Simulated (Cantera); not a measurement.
Charge: 1 mol C2H2, 4.7 mol H2, 0.27 mol N2, held at 100000 Pa.

Equilibrium computed with Cantera from the NASA thermochemical tables; the gas is ideal and each condensed phase is pure. Candidate condensed phases: C, C6H6, C7H8, C8H18; 110 gas species. Ions and electrons are included (thermal ionisation). Rates play no part.

x: gas mole fraction; n: condensed amount in mol.

```tsv
T (°C)	x H2	x H	x C	x C2H2 (acetylene)	x N2	x HCN	x C3	x C2H	x C2	x CN	n C(graphite)
1727	0.950	0.00159	3.04e-11	0.000730	0.0436	0.00300	2.77e-11	2.28e-8	2.34e-12	1.18e-7	1.97
1977	0.941	0.00720	3.64e-9	0.00315	0.0413	0.00696	6.50e-9	9.57e-7	5.72e-10	2.08e-6	1.92
2227	0.914	0.0240	1.66e-7	0.00989	0.0374	0.0131	4.97e-7	1.87e-5	4.58e-8	1.99e-5	1.79
2477	0.856	…	…	…	…	…	…	…	…	…	…
2727	0.754	0.137	5.07e-5	0.0469	0.0254	0.0276	0.000312	0.00147	3.17e-5	0.000519	1.12
2977	0.602	0.249	0.000455	0.0730	0.0189	0.0317	0.00362	0.00721	0.000387	0.00168	0.406
3227	0.450	0.396	0.00233	0.0595	0.0156	0.0274	0.0141	0.0165	0.00202	0.00374	0
3477	0.309	0.558	0.00764	0.0279	0.0147	0.0191	0.0230	0.0201	0.00532	0.00624	0
3727	0.188	0.691	0.0192	0.00961	0.0143	0.0115	0.0247	0.0173	0.00984	0.00882	0
3977	0.104	0.774	0.0392	0.00266	0.0139	0.00616	0.0196	0.0115	0.0139	0.0109	0
4227	…	0.812	…	…	0.0135	…	…	…	…	0.0118	0
4477	0.0296	0.825	0.0947	0.000124	0.0134	0.00138	0.00503	0.00269	0.0130	0.0113	0
4727	0.0166	0.828	0.115	2.27e-5	0.0133	0.000602	0.00166	0.000992	0.00886	0.00964	0
```

### Question
Complete the blanks.

### Answer

- 2477, x H: 0.0633
- 2477, x C: 3.78e-6
- 2477, x C2H2 (acetylene): 0.0241
- 2477, x N2: 0.0318
- 2477, x HCN: 0.0206
- 2477, x C3: 1.69e-5
- 2477, x C2H: 0.000206
- 2477, x C2: 1.63e-6
- 2477, x CN: 0.000121
- 2477, n C(graphite): 1.54
- 4227, x H2: 0.0552
- 4227, x C: 0.0667
- 4227, x C2H2 (acetylene): 0.000619
- 4227, x HCN: 0.00303
- 4227, x C3: 0.0117
- 4227, x C2H: 0.00620
- 4227, x C2: 0.0153
